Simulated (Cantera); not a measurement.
# Ignition delay

Mixture: CH4 : CO : O2 : N2 : H2O = 1 : 0.082 : 3.4 : 12.8 : 1.9 (molar parts), equivalence ratio 0.60, at 1.97 atm, adiabatic and at constant volume. Ignition delay is the time to a rise of 400 K.

Cantera simulation using GRI-Mech 3.0 (53 species, 325 reactions); the numbers are that mechanism's predictions, not measurements.

```csv
T0 (K),delay (ms)
1000,467
1075,134
1150,44.0
1225,15.9
1300,6.14
1375,2.53
1450,1.10
```

The apparent activation energy between 1300 and 1450 K comes out as 180 kJ/mol.
